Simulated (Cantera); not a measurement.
What does this Cantera script print?

```python
import numpy as np
import cantera as ct

gas = ct.Solution("gri30.yaml")
gas.TPX = 1300, 1300, {'N2O': 1}
reactor = ct.IdealGasConstPressureReactor(gas, energy="off", clone=False)
net = ct.ReactorNet([reactor])
net.rtol, net.atol = 1e-08, 1e-18
show = ['N2O', 'NO', 'O2', 'N2', 'NO2', 'O']
times = np.geomspace(8e-06, 5, 11)

steps = ct.SolutionArray(gas, extra=["t"])
rows = []
print(f"{'t/s':>10s}{'T/K':>9s}{'P/Pa':>11s}" + "".join(f"{s:>11s}" for s in show))
for t in times:
    while net.time < t:
        t_next = net.step()
        steps.append(gas.state, t=t_next)
    rows.append([np.interp(t, steps.t, y) for y in (steps.T, steps.P, *steps(*show).X.T)])
    print(f"{t:10.3e}{rows[-1][0]:9.1f}{rows[-1][1]:11.4g}" + "".join(f"{x:11.3e}" for x in rows[-1][2:]))
rate = np.gradient(steps.T, steps.t)
print("integrator steps:", len(steps.t))
if steps.T.max() > steps.T[0] + 200:
    print(f"time of steepest temperature rise: {steps.t[rate.argmax()]:.4e} s")
gas.TPX = 1300, 1300, {'N2O': 1}
gas.equilibrate("TP")
print(f"equilibrium (TP): T = {gas.T:.1f} K  " + "  ".join(f"{s} {gas[s].X[0]:.3e}" for s in show))
```

Result:

```
       t/s      T/K       P/Pa        N2O         NO         O2         N2        NO2          O
 8.000e-06   1300.0       1300  1.000e+00  6.562e-10  1.880e-09  1.860e-07  1.524e-20  1.820e-07
 3.039e-05   1300.0       1300  1.000e+00  9.286e-09  2.661e-08  7.261e-07  3.079e-18  6.683e-07
 1.154e-04   1300.0       1300  1.000e+00  1.228e-07  3.518e-07  3.009e-06  5.278e-16  2.244e-06
 4.384e-04   1300.0       1300  1.000e+00  1.334e-06  3.824e-06  1.392e-05  6.213e-14  5.601e-06
 1.665e-03   1300.0       1300  9.999e-01  9.133e-06  2.617e-05  6.450e-05  2.903e-12  7.592e-06
 6.325e-03   1300.0       1300  9.996e-01  4.098e-05  1.174e-04  2.630e-04  5.811e-11  7.643e-06
 2.402e-02   1300.0       1300  9.984e-01  1.619e-04  4.638e-04  1.016e-03  8.876e-10  7.643e-06
 9.124e-02   1300.0       1300  9.937e-01  6.192e-04  1.774e-03  3.866e-03  1.201e-08  7.643e-06
 3.466e-01   1300.0       1300  9.764e-01  2.331e-03  6.680e-03  1.453e-02  1.309e-07  7.642e-06
 1.316e+00   1300.0       1300  9.143e-01  8.483e-03  2.431e-02  5.287e-02  9.067e-07  7.640e-06
 5.000e+00   1300.0       1300  7.204e-01  2.768e-02  7.935e-02  1.726e-01  4.271e-06  7.631e-06
integrator steps: 588
equilibrium (TP): T = 1300.0 K  N2O 3.205e-09  NO 4.609e-04  O2 3.331e-01  N2 6.664e-01  NO2 7.156e-07  O 9.013e-07
```

Detailed kinetics in Cantera: GRI-Mech 3.0 (53 species, 325 reactions). GRI-Mech 3.0 was tuned for natural gas; its chemistry of N2O as a main component is partial and can be far from experiment. Radical loss at walls, strong at low pressure, is not modelled. The mechanism lacks the step 2 NO + O2 → 2 NO2, which can matter for NO2 below about 1400 K. The temperature is held fixed by assumption; the heat of reaction is taken as removed at once.
